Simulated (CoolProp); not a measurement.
A Linde-Hampson liquefier for nitrogen: isothermal reversible compression at 200 K from 1 atm to 40 MPa, throttling to 1 atm, return gas leaving the recuperator 0 K below the feed. Each further row changes one setting.

Values from CoolProp's reference Helmholtz-energy equation of state, Span 2000.

| case | liquid yield per pass | compression work (kJ/kg of gas) |
|---|---|---|
| as stated | [?] | 340 |
| high pressure 80 MPa | 0.190 | [?] |
| warm-end temperature 230 K | 0.190 | [?] |
| warm-end gap 5 K | [?] | 340 |

Problem. Complete the blanks.

Solution. 
- as stated, liquid yield per pass: 0.257
- high pressure 80 MPa, compression work (kJ/kg of gas): 406
- warm-end temperature 230 K, compression work (kJ/kg of gas): 403
- warm-end gap 5 K, liquid yield per pass: 0.245
